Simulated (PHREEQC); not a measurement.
Solution (25 °C): 0.0018 mol ZnSO4 and 0.004 mol LiNO3 per kg of water. It is in equilibrium with CO2 at log p = -2 (atm). Otherwise closed; pH follows from the charge balance.

Model: ion-association model, wateq4f.dat, run in PHREEQC.

Task: The ionic strength comes out as 0.0102 mol/kgw. What activity coefficients do LiSO4-, ZnHCO3+, HSO4-, Zn(SO4)2-2, H+ get?

Result: LiSO4- 0.90, ZnHCO3+ 0.90, HSO4- 0.90, Zn(SO4)2-2 0.66, H+ 0.91.

Precipitation was switched off in this run.
